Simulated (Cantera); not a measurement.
A closed system holds: 1 mol Si2H6, 3.9 mol H2O, equilibrated at 0.0593 Torr.

These are equilibrium values from Cantera (NASA tables, ideal gas, pure condensed phases), not measurements of a reactor. Candidate condensed phases: H2O, Si, SiO2; 18 gas species. The feed counts by its element totals alone. Mutual solubility and eutectic melting of coexisting phases are not modelled. The tables hold silica as quartz up to 1696 K and as liquid above; real silica turns to tridymite and cristobalite and melts near 1996 K. The numbers say what is thermodynamically allowed, not how fast it happens.

Task: Which condensed phases are stable at each of these points (T (K)): 898, 998, 1098, 1198, 1298, 1398, 1498, 1598, 1698, 1798, 1898, 1998?

Result: 
| T (K) | condensed phases | Si condensed (%) |
|---|---|---|
| 898 | Si(s) + SiO2(β-quartz) | 100.0 |
| 998 | Si(s) + SiO2(β-quartz) | 100.0 |
| 1098 | Si(s) + SiO2(β-quartz) | 99.9 |
| 1198 | Si(s) + SiO2(β-quartz) | 97.8 |
| 1298 | SiO2(β-quartz) | 95.0 |
| 1398 | SiO2(β-quartz) | 95.0 |
| 1498 | SiO2(β-quartz) | 94.5 |
| 1598 | SiO2(β-quartz) | 90.9 |
| 1698 | SiO2(condensed) | 77.3 |
| 1798 | SiO2(condensed) | 41.5 |
| 1898 | gas only | 0.0 |
| 1998 | gas only | 0.0 |

From 898 K to 1198 K the condensed part is Si(s) + SiO2(β-quartz). From 1298 K to 1598 K the condensed part is SiO2(β-quartz). From 1698 K to 1798 K the condensed part is SiO2(condensed). From 1898 K to 1998 K nothing is condensed.
